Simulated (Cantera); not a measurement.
# Stirred combustor or abatement burner

A perfectly stirred reactor is fed with CH4 : C2H6 : O2 : N2 = 1 : 1.3 : 9.92 : 37.3 (molar parts), at 2.66 atm; it is adiabatic with a 475 K inlet, and is followed from long to short residence time, starting on the burning branch (τ in s: 0.07, 0.025, 0.0089, 0.0031, 0.0011, 0.0004, 0.00014, 5e-05, 1.8e-05).

Cantera simulation using GRI-Mech 3.0 (53 species, 325 reactions); the numbers are that mechanism's predictions, not measurements.

```
τ (s)    T (K)     x CH4   x C2H6    x O2    x C2H    x HCO
-------  -----  --------  -------  ------  -------  -------
0.070     1928   1.94e-6  4.36e-7  0.0670  1.61e-9  7.27e-9
0.025     1923   3.98e-6  1.01e-6  0.0670  3.60e-9  2.04e-8
0.0089    1915   7.78e-6  2.20e-6  0.0672  7.17e-9  5.86e-8
0.0031    1900   1.55e-5  4.71e-6  0.0675  1.26e-8  1.77e-7
0.0011    1875   3.15e-5  9.96e-6  0.0684  1.89e-8  5.34e-7
0.00040   1834   6.82e-5  2.17e-5  0.0701  2.39e-8  1.57e-6
0.00014   1761  0.000185  5.71e-5  0.0743  2.63e-8  4.75e-6
5.0e-5     475    0.0202   0.0263   0.200   <1e-12   <1e-12
1.8e-5     475    0.0202   0.0263   0.200   <1e-12   <1e-12
```
x: mole fraction; the columns are a selection and need not sum to one.
